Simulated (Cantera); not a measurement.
Input (Python, Cantera) and output of one run.

```python
import numpy as np
import cantera as ct

gas_names = """
    CL CL2 H HCL H2 K KCL KH K2 K2CL2
""".split()
cond_names = """
    K(cr) K(L) KCL(s) KCL(L)
""".split()


# ... load() reads the species with a 1 bar reference pressure and builds the phases ...
atoms = {
    'KCl': {'K': 1, 'CL': 1},
    'H2': {'H': 2},
}
top_T = {}  # K; cautious upper limits of use, not melting points


# ... equilibrate(T, P, feed) seeds the gas with the atoms and calls Mixture.equilibrate('TP', solver="vcs", rtol=1e-11, max_steps=5000) ...
results = []
feed = {'KCl': 1, 'H2': 3.2}  # mol
for P in [0.1, 0.46, 2.2, 10, 46, 220, 1000, 4600, 22000, 100000]:
    for T in [673, 873, 1073, 1273, 1473, 1673, 1873, 2073, 2273]:
        mix = equilibrate(T, P, feed)
        results.append((T, P, feed, dict(zip(mix.species_names, mix.species_moles))))

for T, P, feed, n in results:
    print(f"{T:7g} {P:10.4g}  " + (" + ".join(c for c in cond_names if n.get(c, 0) > 1e-12) or "gas only"))
```

Output:

```
    673        0.1  KCL(s)
    873        0.1  gas only
   1073        0.1  gas only
   1273        0.1  gas only
   1473        0.1  gas only
   1673        0.1  gas only
   1873        0.1  gas only
   2073        0.1  gas only
   2273        0.1  gas only
    673       0.46  KCL(s)
    873       0.46  gas only
   1073       0.46  gas only
   1273       0.46  gas only
   1473       0.46  gas only
   1673       0.46  gas only
   1873       0.46  gas only
   2073       0.46  gas only
   2273       0.46  gas only
    673        2.2  KCL(s)
    873        2.2  KCL(s)
   1073        2.2  gas only
   1273        2.2  gas only
   1473        2.2  gas only
   1673        2.2  gas only
   1873        2.2  gas only
   2073        2.2  gas only
   2273        2.2  gas only
    673         10  KCL(s)
    873         10  KCL(s)
   1073         10  gas only
   1273         10  gas only
   1473         10  gas only
   1673         10  gas only
   1873         10  gas only
   2073         10  gas only
   2273         10  gas only
    673         46  KCL(s)
    873         46  KCL(s)
   1073         46  gas only
   1273         46  gas only
   1473         46  gas only
   1673         46  gas only
   1873         46  gas only
   2073         46  gas only
   2273         46  gas only
    673        220  KCL(s)
    873        220  KCL(s)
   1073        220  gas only
   1273        220  gas only
   1473        220  gas only
   1673        220  gas only
   1873        220  gas only
   2073        220  gas only
   2273        220  gas only
    673       1000  KCL(s)
    873       1000  KCL(s)
   1073       1000  KCL(L)
   1273       1000  gas only
   1473       1000  gas only
   1673       1000  gas only
   1873       1000  gas only
   2073       1000  gas only
   2273       1000  gas only
    673       4600  KCL(s)
    873       4600  KCL(s)
   1073       4600  KCL(L)
   1273       4600  gas only
   1473       4600  gas only
   1673       4600  gas only
   1873       4600  gas only
   2073       4600  gas only
   2273       4600  gas only
    673    2.2e+04  KCL(s)
    873    2.2e+04  KCL(s)
   1073    2.2e+04  KCL(L)
   1273    2.2e+04  KCL(L)
   1473    2.2e+04  gas only
   1673    2.2e+04  gas only
   1873    2.2e+04  gas only
   2073    2.2e+04  gas only
   2273    2.2e+04  gas only
    673      1e+05  KCL(s)
    873      1e+05  KCL(s)
   1073      1e+05  KCL(L)
   1273      1e+05  KCL(L)
   1473      1e+05  KCL(L)
   1673      1e+05  gas only
   1873      1e+05  gas only
   2073      1e+05  gas only
   2273      1e+05  gas only
```

Equilibrium computed with Cantera from the NASA thermochemical tables; the gas is ideal and each condensed phase is pure.
